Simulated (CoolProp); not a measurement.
Cyclopropane along the isobar 7.74 MPa: Z from the reference equation and from simpler models built on Tc = 125.5 °C, pc = 5.605 MPa, ω = 0.131; each cubic takes its own stable root.

The numbers come from the reference Helmholtz-energy equation of state, Polt 1992 in CoolProp. This equation is an older, rougher fit; its heat capacities, sound speeds and derivatives of the liquid may be far off and weren't checked against measurements.

```json
[
 {"T (°C)": "96.15", "phase": "liquid", "reference": "0.2080"},
 {"T (°C)": "103.05", "phase": "liquid", "reference": "0.2110"},
 {"T (°C)": "109.95", "phase": "liquid", "reference": "0.2151"},
 {"T (°C)": "116.85", "phase": "liquid", "reference": "0.2210"},
 {"T (°C)": "123.75", "phase": "liquid", "reference": "0.2295"},
 {"T (°C)": "130.75", "phase": "supercritical", "reference": "0.2432"},
 {"T (°C)": "137.65", "phase": "supercritical", "reference": "0.2675"},
 {"T (°C)": "144.55", "phase": "supercritical", "reference": "0.3182"},
 {"T (°C)": "151.45", "phase": "supercritical", "reference": "0.3995"},
 {"T (°C)": "158.35", "phase": "supercritical", "reference": "0.4741"},
 {"T (°C)": "165.25", "phase": "supercritical", "reference": "0.5306"},
 {"T (°C)": "172.15", "phase": "supercritical", "reference": "0.5744"},
 {"T (°C)": "179.15", "phase": "supercritical", "reference": "0.6103"},
 {"T (°C)": "186.05", "phase": "supercritical", "reference": "0.6398"},
 {"T (°C)": "192.95", "phase": "supercritical", "reference": "0.6650"},
 {"T (°C)": "199.85", "phase": "supercritical", "reference": "0.6869"}
]
```

### Question
How far does each simpler model (van der Waals, Redlich-Kwong, Peng-Robinson) lie from the reference over these 16 states: mean and median of the absolute difference, and the worst?

### Answer
- van der Waals: mean 23.0 %, median 12.2 %, worst +49.6 % at 96.15 °C and 7.74 MPa
- Redlich-Kwong: mean 8.6 %, median 7.5 %, worst +18.4 % at 130.75 °C and 7.74 MPa
- Peng-Robinson: mean 3.5 %, median 1.7 %, worst +9.9 % at 137.65 °C and 7.74 MPa
